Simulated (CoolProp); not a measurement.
Properties of nitrous oxide along the isotherm 61.65 °C.

Computed with CoolProp (reference Helmholtz-energy equation of state, Lemmon 2006). It is a short technical equation, of lower accuracy than the large ones.

```json
[
 {"p (MPa)": "0.0344", "phase": "gas", "Z": "0.9987", "Joule-Thomson coefficient (K/MPa)": "8.351"},
 {"p (MPa)": "0.058", "phase": "gas", "Z": "0.9978", "Joule-Thomson coefficient (K/MPa)": "8.353"},
 {"p (MPa)": "0.0979", "phase": "gas", "Z": "0.9964", "Joule-Thomson coefficient (K/MPa)": "8.355"},
 {"p (MPa)": "0.165", "phase": "gas", "Z": "0.9939", "Joule-Thomson coefficient (K/MPa)": "8.359"},
 {"p (MPa)": "0.279", "phase": "gas", "Z": "0.9896", "Joule-Thomson coefficient (K/MPa)": "8.365"},
 {"p (MPa)": "0.47", "phase": "gas", "Z": "0.9824", "Joule-Thomson coefficient (K/MPa)": "8.376"},
 {"p (MPa)": "0.794", "phase": "gas", "Z": "0.9700", "Joule-Thomson coefficient (K/MPa)": "8.394"},
 {"p (MPa)": "1.34", "phase": "gas", "Z": "0.9489", "Joule-Thomson coefficient (K/MPa)": "8.421"},
 {"p (MPa)": "2.26", "phase": "gas", "Z": "0.9119", "Joule-Thomson coefficient (K/MPa)": "8.460"},
 {"p (MPa)": "3.82", "phase": "gas", "Z": "0.8451", "Joule-Thomson coefficient (K/MPa)": "8.491"},
 {"p (MPa)": "6.44", "phase": "gas", "Z": "0.7155", "Joule-Thomson coefficient (K/MPa)": "8.319"},
 {"p (MPa)": "10.9", "phase": "supercritical", "Z": "0.4186", "Joule-Thomson coefficient (K/MPa)": "4.980"}
]
```
